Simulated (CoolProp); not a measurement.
A Linde-Hampson liquefier for nitrogen: isothermal reversible compression at 280 K from 1 atm to 25 MPa, throttling to 1 atm, return gas leaving the recuperator 10 K below the feed. Each further row changes one setting.

Model: reference Helmholtz-energy equation of state, Span 2000, in CoolProp.

| case | liquid yield per pass | compression work (kJ/kg of gas) |
|---|---|---|
| as stated | ___ | 457 |
| high pressure 50 MPa | ___ | ___ |
| warm-end temperature 310 K | ___ | ___ |
| warm-end gap 15 K | ___ | 457 |

Some entries are withheld; supply them.


- as stated, liquid yield per pass: 0.079
- high pressure 50 MPa, liquid yield per pass: 0.087
- high pressure 50 MPa, compression work (kJ/kg of gas): 527
- warm-end temperature 310 K, liquid yield per pass: 0.052
- warm-end temperature 310 K, compression work (kJ/kg of gas): 510
- warm-end gap 15 K, liquid yield per pass: 0.067
